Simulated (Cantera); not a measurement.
Input (Python, Cantera) and output of one run.

```python
import numpy as np
import cantera as ct

gas_names = """
    C CN C2 CCN CNC C2N2 C3 C4 C4N2 C5 N N2 Si SiC SiC2 SiN Si2 Si2C Si2N Si3
""".split()
cond_names = """
    C(gr) Si(cr) Si(L) SiC(b) Si3N4(a)
""".split()


# ... load() reads the species with a 1 bar reference pressure and builds the phases ...
atoms = {
    'SiC': {'Si': 1, 'C': 1},
    'C': {'C': 1},
    'N2': {'N': 2},
}
top_T = {'C(gr)': 4500, 'SiC(b)': 3050, 'Si3N4(a)': 2400}  # K; cautious upper limits of use, not melting points


# ... equilibrate(T, P, feed) seeds the gas with the atoms and calls Mixture.equilibrate('TP', solver="vcs", rtol=1e-11, max_steps=5000) ...
results = []
feed = {'SiC': 1, 'C': 0.035, 'N2': 1.2}  # mol
P = 1000  # Pa
for T in [1550, 1700, 1850, 2000, 2150, 2300, 2450]:
    mix = equilibrate(T, P, feed)
    results.append((T, P, feed, dict(zip(mix.species_names, mix.species_moles))))

top = {s: max(r[3][s] / sum(r[3][g] for g in gas_names) for r in results) for s in gas_names}
cols = sorted((s for s in top if top[s] > 1e-06), key=lambda s: -top[s])[:6]
seen = [c for c in cond_names if any(r[3].get(c, 0) > 1e-12 for r in results)]
print("log10 of partial pressures in bar; condensed amounts in mol")
print(f"{'T/K':>10s}" + "".join(f"{s[:9]:>10s}" for s in cols + seen))
for T, P, feed, n in results:
    ng = sum(n[g] for g in gas_names)
    print(f"{T:10.4g}" + "".join(f"{np.log10(max(n[s] / ng * P / 1e5, 1e-99)):10.3f}" for s in cols)
          + "".join(f"{n.get(c, 0):10.4g}" for c in seen))
```

It prints:

```
log10 of partial pressures in bar; condensed amounts in mol
       T/K        N2        Si      SiC2      Si2C       SiN        CN     C(gr)    SiC(b)
      1550    -2.000    -9.534   -12.112   -12.186   -10.515   -10.550     0.035         1
      1700    -2.000    -7.997   -10.103   -10.217    -9.215    -9.253     0.035         1
      1850    -2.000    -6.712    -8.425    -8.574    -8.128    -8.168   0.03502         1
      2000    -2.000    -5.622    -7.005    -7.184    -7.207    -7.248   0.03528    0.9997
      2150    -2.001    -4.686    -5.788    -5.994    -6.415    -6.458   0.03741     0.997
      2300    -2.007    -3.874    -4.734    -4.964    -5.731    -5.776   0.05052    0.9784
      2450    -2.043    -3.162    -3.812    -4.064    -5.147    -5.193    0.1185    0.8631
```

Method: chemical equilibrium by Gibbs-energy minimisation in Cantera with the NASA 1993 tables (ideal gas, pure condensed phases). The tables' values for SiN are old estimates; treat these amounts as uncertain.
